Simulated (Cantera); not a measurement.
What does this Cantera script print?

```python
import numpy as np
import cantera as ct

gas_names = [...]  # 95 gases of nasa_gas.yaml made of C, F, H
cond_names = """
    C(gr) C6H6(L) C7H8(L) C8H18(L),n-octa
""".split()


# ... load() reads the species with a 1 bar reference pressure and builds the phases ...
atoms = {
    'CF4': {'C': 1, 'F': 4},
    'CH4': {'C': 1, 'H': 4},
}
top_T = {'C(gr)': 4500}  # K; cautious upper limits of use, not melting points


# ... equilibrate(T, P, feed) seeds the gas with the atoms and calls Mixture.equilibrate('TP', solver="vcs", rtol=1e-11, max_steps=5000) ...
results = []
T = 3075  # K
P = 1000  # Pa
for m in [0.0082, 0.014, 0.025, 0.044, 0.077, 0.14, 0.24, 0.42]:
    feed = {'CF4': 1, 'CH4': m}  # mol
    mix = equilibrate(T, P, feed)
    results.append((T, P, feed, dict(zip(mix.species_names, mix.species_moles))))

top = {s: max(r[3][s] / sum(r[3][g] for g in gas_names) for r in results) for s in gas_names}
cols = sorted((s for s in top if top[s] > 1e-05), key=lambda s: -top[s])[:8]
seen = [c for c in cond_names if any(r[3].get(c, 0) > 1e-12 for r in results)]
print("log10 of partial pressures in bar; condensed amounts in mol")
print(f"{'n(CH4)':>10s}" + "".join(f"{s[:9]:>10s}" for s in cols + seen))
for T, P, feed, n in results:
    ng = sum(n[g] for g in gas_names)
    print(f"{feed['CH4']:10.4g}" + "".join(f"{np.log10(max(n[s] / ng * P / 1e5, 1e-99)):10.3f}" for s in cols)
          + "".join(f"{n.get(c, 0):10.4g}" for c in seen))
```

It prints:

```
log10 of partial pressures in bar; condensed amounts in mol
    n(CH4)         F        HF        CF        C3       CF2         H         C        C2     C(gr)
    0.0082    -2.082    -4.113    -3.042    -3.435    -3.629    -5.589    -4.082    -4.333         0
     0.014    -2.085    -3.881    -3.044    -3.430    -3.633    -5.354    -4.080    -4.329         0
     0.025    -2.091    -3.630    -3.046    -3.419    -3.641    -5.098    -4.077    -4.322         0
     0.044    -2.101    -3.386    -3.050    -3.401    -3.655    -4.844    -4.071    -4.310         0
     0.077    -2.119    -3.146    -3.058    -3.372    -3.681    -4.586    -4.061    -4.291         0
      0.14    -2.154    -2.893    -3.076    -3.321    -3.735    -4.298    -4.044    -4.257         0
      0.24    -2.214    -2.670    -3.113    -3.251    -3.831    -4.015    -4.021    -4.210         0
      0.42    -2.334    -2.448    -3.205    -3.167    -4.043    -3.673    -3.993    -4.154   0.04612
```

Cantera equilibrium calculation (NASA polynomials, part measured and part estimated; ideal gas, pure solids and liquids).
